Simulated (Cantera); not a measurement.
CS₂ + H₂ + N₂ (abatement and gas-phase synthesis)

A closed system holds: 1 mol CS₂, 0.79 mol H₂, 20 mol N₂, held at 10.0 mbar.

Method: chemical equilibrium by Gibbs-energy minimisation in Cantera with the NASA 1993 tables (ideal gas, pure condensed phases). Candidate condensed phases: C, C₆H₆, C₇H₈, C₈H₁₈, S; 100 gas species. Gases not in the tables: S₃ to S₇. Equilibrium is a limit: real reactors are often held back by kinetics, nucleation or transport.

| T (K) | log p N₂ | log p H | log p S | log p CS | log p CS₂ | log p H₂ | log p H₂S | log p S₂ | n C(graphite) |
|---|---|---|---|---|---|---|---|---|---|
| 925 | -2.03 | -11.54 | -11.30 | -9.66 | -3.51 | -3.91 | -3.61 | -4.44 | 0.339 |
| 1125 | -2.04 | -9.13 | -9.04 | -7.42 | -3.44 | -3.55 | -4.08 | -4.27 | 0.208 |
| 1325 | -2.04 | -7.52 | -7.48 | -5.87 | -3.42 | -3.47 | -4.59 | -4.18 | 0.170 |
| 1525 | -2.04 | -6.35 | -6.34 | -4.75 | -3.43 | -3.46 | -5.02 | -4.14 | 0.147 |
| 1725 | -2.04 | -5.46 | -5.48 | -3.92 | -3.49 | -3.46 | -5.39 | -4.16 | 0.0162 |
| 1925 | -2.04 | -4.76 | -4.68 | -3.59 | -3.73 | -3.47 | -5.57 | -3.92 | 0 |
| 2125 | -2.05 | -4.20 | -4.09 | -3.44 | -4.12 | -3.51 | -5.81 | -3.86 | 0 |
| 2325 | -2.05 | -3.76 | -3.70 | -3.39 | -4.60 | -3.61 | -6.16 | -4.00 | 0 |
| 2525 | -2.06 | -3.45 | -3.49 | -3.38 | -5.14 | -3.80 | -6.70 | -4.35 | 0 |
| 2725 | -2.07 | -3.28 | -3.40 | -3.38 | -5.72 | -4.15 | -7.43 | -4.84 | 0 |
| 2925 | -2.07 | -3.21 | -3.37 | -3.38 | -6.27 | -4.61 | -8.26 | -5.36 | 0 |
| 3125 | -2.07 | -3.19 | -3.35 | -3.40 | -6.76 | -5.09 | -9.07 | -5.81 | 0 |
log p: log10 of the partial pressure in bar; n: condensed amount in mol.

From 925 K to 1725 K the condensed part is C(graphite). From 1925 K to 3125 K nothing is condensed. The main C-bearing gas is CS₂ at 925 K and CS at 3125 K.
